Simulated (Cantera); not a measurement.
An adiabatic, constant-volume homogeneous reactor starts with 4.65 % CO, 2.37 % H2, 12.5 % O2, 78.5 % N2, 1.91 % CO2, at 1700 K and 15000 Torr.

Computed with Cantera and GRI-Mech 3.0 (53 species, 325 reactions). The hydrogen kinetics of GRI-Mech 3.0 are dated; newer H2 mechanisms differ, most at raised pressure. The pressure lies above the range GRI-Mech 3.0 was tuned for (to about 10 atm).

Problem. Predict: time of steepest temperature rise; temperature at 0.300 s; equilibrium temperature; x(CO) at 0.300 s; x(H2) at 0.300 s; x(O2) at 0.300 s; x(HO2) at 0.300 s; x(H) at 0.300 s.

Solution. 
```json
{
  "time_of_steepest_temperature_rise": "1.37 µs",
  "temperature at 0.300 s": "2295 K",
  "equilibrium_temperature": "2295 K",
  "x(CO) at 0.300 s": "0.000502 (gas-phase equilibrium 0.000502)",
  "x(H2) at 0.300 s": "3.19e-5 (gas-phase equilibrium 3.19e-5)",
  "x(O2) at 0.300 s": "0.0883 (gas-phase equilibrium 0.0883)",
  "x(HO2) at 0.300 s": "4.61e-6 (gas-phase equilibrium 4.61e-6)",
  "x(H) at 0.300 s": "1.05e-5 (gas-phase equilibrium 1.05e-5)"
}
```
